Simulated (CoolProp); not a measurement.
Vapour-liquid equilibrium of n-pentane (1) + the fluoroketone C6F12O (FK-5-1-12) (2) at 10.2 bar; x and y are mole fractions of (1).

The numbers come from the multi-fluid Helmholtz-energy mixture model, Thol 2019 and McLinden 2015; pair parameters Bell 2016 in CoolProp.

```csv
x,"bubble temperature, mixture model (°C)","bubble temperature, Raoult's law (°C)","y, mixture model","y, Raoult's law"
0.05,133.6,136.5,0.089,0.061
0.15,127.3,135.3,0.249,0.180
0.25,122.2,134.2,___,0.293
0.35,118.7,133.0,___,0.402
0.45,116.6,131.9,0.543,0.505
0.55,___,130.8,0.598,0.605
0.65,115.1,129.7,0.647,0.699
0.75,115.6,128.6,___,0.790
0.85,___,127.5,___,0.877
0.95,121.7,126.4,0.896,0.960
```

**Question.** Fill in the missing entries.

**Answer.** 
- 0.25, y, mixture model: 0.376
- 0.35, y, mixture model: 0.472
- 0.55, bubble temperature, mixture model (°C): 115.4
- 0.75, y, mixture model: 0.700
- 0.85, bubble temperature, mixture model (°C): 117.3
- 0.85, y, mixture model: 0.771

The largest gap from Raoult's law is -15.4 K in bubble temperature, at x = 0.55. y crosses x between x = 0.55 and 0.65: the model has an azeotrope there.

Pair parameters are fitted to limited data, so mixtures are less certain than the pure fluids.
